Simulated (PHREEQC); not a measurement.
# Brine: speciation

Dissolve 0.86 mol/kgw NaOH, 0.17 mol/kgw H3BO3 and 5.5 mol/kgw NaCl at 25 °C. Closed to the air; pH follows from the charge balance.

Model: Pitzer model, pitzer.dat, run in PHREEQC.

| Quantity | Value |
|---|---|
| pH | 13.58 |
| ionic strength | 6.36 mol/kgw |
| activity of water | 0.751 |
| density | 1.214 g/cm³ |
| osmotic coefficient | 1.247 |
| total alkalinity | 860 meq/kg |

| species | molality | activity | log γ |
|---|---|---|---|
| Na+ | 6.36 | 9.69 | 0.183 |
| Cl- | 5.50 | 3.41 | -0.207 |
| OH- | 0.690 | 0.287 | -0.380 |
| B(OH)4- | 0.170 | 0.0126 | -1.130 |
| B(OH)3 | 9.70e-7 | 7.69e-7 | -0.101 |

Precipitation was switched off in this run. In brines, pH and single-ion activities rest on the MacInnes convention.
